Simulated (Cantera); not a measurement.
Input: 1 mol Fe₂O₃, 2.8 mol CH₄, 0.26 mol N₂, held at 1350 K and 100 Torr.

These are equilibrium values from Cantera (NASA tables, ideal gas, pure condensed phases), not measurements of a reactor. Candidate condensed phases: C, C₆H₆, C₇H₈, C₈H₁₈, Fe, Fe(CO)₅, FeO, Fe(OH)₂, Fe(OH)₃, Fe₂O₃, Fe₃O₄, H₂O; 140 gas species. The numbers say what is thermodynamically allowed, not how fast it happens.

Base state: H₂ 0.628, CO 0.319, N₂ 0.0300, H₂O 0.0184, CO₂ 0.00474 (mole fractions); condensed: Fe(γ).

Question: What changes in the equilibrium state with this change: Fe₂O₃ replaced by Cu₂O?

Answer: 
```json
[
 {"species": "H₂", "before": "0.628", "after": "0.816"},
 {"species": "CO", "before": "0.319", "after": "0.146"},
 {"species": "N₂", "before": "0.0300", "after": "0.0379"},
 {"species": "H₂O", "before": "0.0184", "after": "9.08e-5"},
 {"species": "CO₂", "before": "0.00474", "after": "8.26e-6"},
 {"species": "CH₄", "before": "2.53e-6", "after": "0.000511"},
 {"species": "HCN", "before": "3.73e-7", "after": "5.73e-5"},
 {"species": "Fe(γ), mol", "before": "2.00", "after": "0"},
 {"species": "C(graphite), mol", "before": "0", "after": "1.80"},
 {"species": "Cu(s), mol", "before": "0", "after": "2.00"}
]
```
Further candidate phases: Cu, CuO, Cu(OH)₂, Cu₂O.
